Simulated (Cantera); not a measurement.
**Adiabatic ignition**

An adiabatic, constant-pressure homogeneous reactor starts with CH₄ : H₂ : O₂ : N₂ = 1 : 0.38 : 1.99 : 7.49 (molar parts), at 1623 K and 3.40 bar.

Model: GRI-Mech 3.0 (53 species, 325 reactions), integrated in Cantera.

```
t (s)     T (K)   x CH₄    x H₂    x O₂     x HCO     x HO₂
--------  -----  ------  ------  ------  --------  --------
8.00e-6    1623  0.0920  0.0350   0.183  6.35e-10   9.88e-6
2.10e-5    1625  0.0909  0.0347   0.183   8.64e-8   2.54e-5
5.53e-5    1940  0.0426  0.0475   0.134   5.79e-5  0.000398
0.000145   2912  <1e-12  0.0268  0.0130   1.45e-7   7.88e-6
0.000382   2905  <1e-12  0.0273  0.0118   1.45e-7   7.23e-6
0.00100    2900  <1e-12  0.0276  0.0111   1.45e-7   6.84e-6
0.00264    2900  <1e-12  0.0276  0.0111   1.45e-7   6.81e-6
0.00693    2900  <1e-12  0.0276  0.0111   1.45e-7   6.81e-6
0.0182     2900  <1e-12  0.0276  0.0111   1.45e-7   6.81e-6
0.0479     2900  <1e-12  0.0276  0.0111   1.45e-7   6.81e-6
0.126      2900  <1e-12  0.0276  0.0111   1.45e-7   6.81e-6
0.331      2900  <1e-12  0.0276  0.0111   1.45e-7   6.81e-6
0.869      2900  <1e-12  0.0276  0.0111   1.45e-7   6.81e-6
2.28       2900  <1e-12  0.0276  0.0111   1.45e-7   6.81e-6
6.00       2900  <1e-12  0.0276  0.0111   1.45e-7   6.81e-6
```
x: mole fraction; the columns are a selection and need not sum to one.

| Property | Value |
|---|---|
| time of steepest temperature rise | 58.1 µs |
| temperature at 6.00 s | 2900 K |
| equilibrium temperature | 2900 K |
| x(CH₄) at 6.00 s | <1e-12 (gas-phase equilibrium <1e-12) |
| x(H₂) at 6.00 s | 0.0276 (gas-phase equilibrium 0.0276) |
| x(O₂) at 6.00 s | 0.0111 (gas-phase equilibrium 0.0111) |
